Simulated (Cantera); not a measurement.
What does this Cantera script print?

```python
import numpy as np
import cantera as ct

gas_names = """
    B BCL BCL2 BCL3 BH BH2 BH3 BO BOCL BO2 B2 B2O B2O2 B2O3 B3O3CL3 B3O3H3 CL CLO CL2 H HBO HBO2 HCL
    HOCL HO2 H2 H2O H2O2 H3B3O6 O OH O2 O3
""".split()
cond_names = """
    B(b) B(L) B2O3(L) B3O3H3(cr) H2O(s) H2O(L)
""".split()


def load(file, names, dense=False):
    # The tables refer to 1 bar. Condensed volumes are neglected.
    table = {s.name: s for s in ct.Species.list_from_file(file)}
    out = []
    for n in names:
        d = dict(table[n].input_data)
        d["thermo"] = dict(d["thermo"], **{"reference-pressure": 1e5})
        if dense:
            d["equation-of-state"] = {"model": "constant-volume", "density": "1e6 g/cm^3"}
        out.append(ct.Species.from_dict(d))
    return out


gas = ct.Solution(thermo="ideal-gas", species=load("nasa_gas.yaml", gas_names))
cond = {s.name: ct.Solution(thermo="fixed-stoichiometry", species=[s], name=s.name)
        for s in load("nasa_condensed.yaml", cond_names, dense=True)}
atoms = {
    'BCl3': {'B': 1, 'CL': 3},
    'H2O': {'H': 2, 'O': 1},
}
top_T = {}  # K; cautious upper limits of use, not melting points


def equilibrate(T, P, feed):
    n = {}
    for name, mol in feed.items():
        for a, k in atoms[name].items():
            n[a] = n.get(a, 0.0) + k * mol
    gas.TPX = T, P, n
    mass = sum(n.values()) * gas.mean_molecular_weight
    gas.equilibrate("TP")
    valid = [c for c in cond.values() if c.min_temp <= T <= top_T.get(c.name, c.max_temp)]
    mix = ct.Mixture([(gas, mass / gas.mean_molecular_weight)] + [(c, 0.0) for c in valid])
    mix.T, mix.P = T, P
    mix.equilibrate("TP", solver="vcs", rtol=1e-11, max_steps=5000)
    return mix


results = []
feed = {'BCl3': 1, 'H2O': 8.1}  # mol
P = 13332.2  # Pa
for T in [948, 1048, 1148, 1248, 1348, 1448, 1548, 1648, 1748, 1848, 1948, 2048]:
    mix = equilibrate(T, P, feed)
    results.append((T, P, feed, dict(zip(mix.species_names, mix.species_moles))))

top = {s: max(r[3][s] / sum(r[3][g] for g in gas_names) for r in results) for s in gas_names}
cols = sorted((s for s in top if top[s] > 1e-05), key=lambda s: -top[s])[:6]
seen = [c for c in cond_names if any(r[3].get(c, 0) > 1e-12 for r in results)]
print("log10 of partial pressures in bar; condensed amounts in mol")
print(f"{'T/K':>10s}" + "".join(f"{s[:9]:>10s}" for s in cols + seen))
for T, P, feed, n in results:
    ng = sum(n[g] for g in gas_names)
    print(f"{T:10.4g}" + "".join(f"{np.log10(max(n[s] / ng * P / 1e5, 1e-99)):10.3f}" for s in cols)
          + "".join(f"{n.get(c, 0):10.4g}" for c in seen))
```

Result:

```
log10 of partial pressures in bar; condensed amounts in mol
       T/K       H2O       HCL      HBO2        H2        CL    H3B3O6   B2O3(L)
       948    -1.043    -1.379    -5.604    -6.863    -7.249    -3.001    0.3925
      1048    -1.041    -1.379    -4.686    -6.296    -6.383    -3.218     0.434
      1148    -1.040    -1.380    -3.937    -5.771    -5.694    -3.405    0.4534
      1248    -1.041    -1.381    -3.316    -5.278    -5.140    -3.570    0.4535
      1348    -1.045    -1.383    -2.793    -4.827    -4.684    -3.718    0.4209
      1448    -1.057    -1.388    -2.351    -4.426    -4.300    -3.860    0.3213
      1548    -1.083    -1.399    -1.978    -4.074    -3.971    -4.011   0.09042
      1648    -1.094    -1.405    -1.889    -3.756    -3.683    -4.850         0
      1748    -1.095    -1.408    -1.890    -3.467    -3.428    -5.828         0
      1848    -1.097    -1.411    -1.894    -3.208    -3.202    -6.700         0
      1948    -1.099    -1.417    -1.898    -2.975    -3.001    -7.481         0
      2048    -1.104    -1.425    -1.904    -2.766    -2.822    -8.187         0
```

Cantera equilibrium calculation (NASA polynomials, part measured and part estimated; ideal gas, pure solids and liquids). The tables' values for BOCl are old estimates; treat these amounts as uncertain. Gases not in the tables: H3BO3.
